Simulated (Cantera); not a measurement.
# S + H2 + N2 (abatement and gas-phase synthesis)

Charge: 1 mol S, 0.28 mol H2, 1.6 mol N2, equilibrated at 525 Torr.

Cantera equilibrium calculation (NASA polynomials, part measured and part estimated; ideal gas, pure solids and liquids). Candidate condensed phases: S; 15 gas species. Gases not in the tables: S3 to S7. Rates play no part.

From 550 °C to 1100 °C nothing is condensed.

```csv
T (°C),x N2,x S2,x H2S,x H2,x S8
550,0.726,0.141,0.127,0.000293,0.00553
600,0.715,0.160,0.125,0.000571,0.000329
650,0.714,0.161,0.124,0.00110,1.79e-5
700,0.714,0.162,0.123,0.00199,1.31e-6
750,0.713,0.162,0.121,0.00338,1.25e-7
800,0.712,0.163,0.119,0.00543,1.51e-8
850,0.711,0.164,0.116,0.00826,2.25e-9
900,0.710,0.166,0.112,0.0120,4.00e-10
950,0.708,0.168,0.107,0.0166,8.35e-11
1000,0.706,0.170,0.101,0.0221,2.00e-11
1050,0.704,0.172,0.0946,0.0284,5.43e-12
1100,0.702,0.175,0.0874,0.0351,1.64e-12
```
x: gas mole fraction; nothing condenses.
